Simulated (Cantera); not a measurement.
Input: 1 mol SiH4, 1.4 mol NH3, equilibrated at 1825 °C and 19.0 Pa.

Cantera equilibrium calculation (NASA polynomials, part measured and part estimated; ideal gas, pure solids and liquids). Candidate condensed phases: Si, Si3N4; 18 gas species. The tables' values for SiN are old estimates; treat these amounts as uncertain. Gases not in the tables: Si2H6 and higher silanes. Rates play no part.

Base state: H2 0.564, H 0.168, Si 0.156, N2 0.111, SiH 0.000880, Si2 0.000459, SiN 0.000149, Si2N 4.07e-5 (mole fractions); condensed: gas only.

What changes in the equilibrium state with this change: temperature from 1825 °C to 1775 °C?


| species | before | after |
|---|---|---|
| H2 | 0.564 | 0.600 |
| Si | 0.156 | 0.159 |
| H | 0.168 | 0.126 |
| N2 | 0.111 | 0.113 |
| Si3 | 2.13e-5 | 6.13e-5 |
| Si2N | 4.07e-5 | 8.58e-5 |
